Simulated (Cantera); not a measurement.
Input: 1 mol Si, 0.77 mol Cl₂, 3.8 mol H₂, equilibrated at 750 K and 975 Torr.

Method: chemical equilibrium by Gibbs-energy minimisation in Cantera with the NASA 1993 tables (ideal gas, pure condensed phases). Candidate condensed phases: Si; 19 gas species. Kinetics and transport are ignored.

Base state: H₂ 0.894, SiCl₄ 0.0589, SiHCl₃ 0.0438, SiH₂Cl₂ 0.00239, HCl 0.000545, SiH₃Cl 2.90e-5 (mole fractions); condensed: Si(s).

Q: What changes in the equilibrium state with this change: 0.47 mol HF added?

A: 
| species | before | after |
|---|---|---|
| H₂ | 0.894 | 0.875 |
| SiCl₄ | 0.0589 | 0.0542 |
| SiHCl₃ | 0.0438 | 0.0406 |
| SiF₄ | 0 | 0.0226 |
| SiHF₃ | 0 | 0.00443 |
| SiH₂F₂ | 0 | 0.000537 |
| SiH₃F | 0 | 1.25e-5 |
| Si(s), mol | 0.565 | 0.441 |
